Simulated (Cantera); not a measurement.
A closed system holds: 1 mol TEOS, 0.12 mol CO2, 0.73 mol H2, at 0.133 bar.

Cantera equilibrium calculation (NASA polynomials, part measured and part estimated; ideal gas, pure solids and liquids). Candidate condensed phases: C, C6H6, C7H8, C8H18, H2O, Si, SiC, SiO2; 123 gas species. The feed counts by its element totals alone. Mutual solubility and eutectic melting of coexisting phases are not modelled. The tables hold silica as quartz up to 1696 K and as liquid above; real silica turns to tridymite and cristobalite and melts near 1996 K. Equilibrium is a limit: real reactors are often held back by kinetics, nucleation or transport.

Which condensed phases are stable at each of these points (T (K)): 925, 1025, 1125, 1225, 1325, 1425, 1525, 1625, 1725, 1825, 1925?


```
T (K)                       condensed phases  Si condensed (%)
-----  -------------------------------------  ----------------
925             C(graphite) + SiO2(β-quartz)             100.0
1025            C(graphite) + SiO2(β-quartz)             100.0
1125            C(graphite) + SiO2(β-quartz)             100.0
1225            C(graphite) + SiO2(β-quartz)             100.0
1325            C(graphite) + SiO2(β-quartz)             100.0
1425            C(graphite) + SiO2(β-quartz)             100.0
1525   C(graphite) + SiC(s) + SiO2(β-quartz)              99.2
1625                    C(graphite) + SiC(s)              98.7
1725                    C(graphite) + SiC(s)              98.1
1825                    C(graphite) + SiC(s)              97.5
1925                    C(graphite) + SiC(s)              96.7
```

From 925 K to 1425 K the condensed part is C(graphite) + SiO2(β-quartz). At 1525 K the condensed part is C(graphite) + SiC(s) + SiO2(β-quartz). From 1625 K to 1925 K the condensed part is C(graphite) + SiC(s).
